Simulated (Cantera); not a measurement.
Charge: 1 mol MgO, 2.5 mol CH4, 10 mol H2, at 0.0160 bar.

Cantera equilibrium calculation (NASA polynomials, part measured and part estimated; ideal gas, pure solids and liquids). Candidate condensed phases: C, C6H6, C7H8, C8H18, H2O, Mg, MgCO3, MgO, Mg(OH)2; 116 gas species. The tables' values for MgH are old estimates; treat these amounts as uncertain. The numbers say what is thermodynamically allowed, not how fast it happens.

log p: log10 of the partial pressure in bar; n: condensed amount in mol.

```json
[
 {"T (K)": "800", "log p H2": "-1.80", "log p H": "-12.44", "log p CO": "-12.75", "log p Mg": "-12.61", "log p CH4": "-3.48", "log p C2H2 (acetylene)": "-13.69", "n C(graphite)": "2.20", "n MgO(s)": "1.00"},
 {"T (K)": "1000", "log p H2": "-1.80", "log p H": "[?]", "log p CO": "[?]", "log p Mg": "[?]", "log p CH4": "[?]", "log p C2H2 (acetylene)": "[?]", "n C(graphite)": "2.48", "n MgO(s)": "1.000"},
 {"T (K)": "1200", "log p H2": "-1.80", "log p H": "-7.60", "log p CO": "-5.83", "log p Mg": "-5.83", "log p CH4": "-5.39", "log p C2H2 (acetylene)": "-8.78", "n C(graphite)": "2.49", "n MgO(s)": "0.999"},
 {"T (K)": "1400", "log p H2": "-1.80", "log p H": "-6.21", "log p CO": "-3.89", "log p Mg": "-3.89", "log p CH4": "-5.97", "log p C2H2 (acetylene)": "-7.40", "n C(graphite)": "2.38", "n MgO(s)": "0.877"},
 {"T (K)": "1600", "log p H2": "-1.85", "log p H": "[?]", "log p CO": "-3.03", "log p Mg": "-3.03", "log p CH4": "[?]", "log p C2H2 (acetylene)": "[?]", "n C(graphite)": "1.50", "n MgO(s)": "0"},
 {"T (K)": "1800", "log p H2": "-1.85", "log p H": "-4.37", "log p CO": "-3.03", "log p Mg": "-3.03", "log p CH4": "-6.82", "log p C2H2 (acetylene)": "-5.61", "n C(graphite)": "1.49", "n MgO(s)": "0"},
 {"T (K)": "2000", "log p H2": "-1.86", "log p H": "-3.72", "log p CO": "-3.03", "log p Mg": "-3.03", "log p CH4": "-7.08", "log p C2H2 (acetylene)": "-4.97", "n C(graphite)": "1.48", "n MgO(s)": "0"},
 {"T (K)": "2200", "log p H2": "-1.87", "log p H": "-3.18", "log p CO": "-3.04", "log p Mg": "-3.04", "log p CH4": "-7.32", "log p C2H2 (acetylene)": "-4.46", "n C(graphite)": "1.42", "n MgO(s)": "0"},
 {"T (K)": "2400", "log p H2": "-1.91", "log p H": "-2.75", "log p CO": "-3.05", "log p Mg": "-3.05", "log p CH4": "-7.57", "log p C2H2 (acetylene)": "-4.06", "n C(graphite)": "1.30", "n MgO(s)": "0"},
 {"T (K)": "2600", "log p H2": "-1.99", "log p H": "-2.41", "log p CO": "-3.08", "log p Mg": "-3.08", "log p CH4": "-7.87", "log p C2H2 (acetylene)": "-3.78", "n C(graphite)": "1.07", "n MgO(s)": "0"}
]
```

Fill in the missing entries.


- 1600, log p H: -5.19
- 1600, log p CH4: -6.49
- 1600, log p C2H2 (acetylene): -6.41
- 1000, log p H: -9.54
- 1000, log p CO: -8.56
- 1000, log p Mg: -8.56
- 1000, log p CH4: -4.61
- 1000, log p C2H2 (acetylene): -10.74
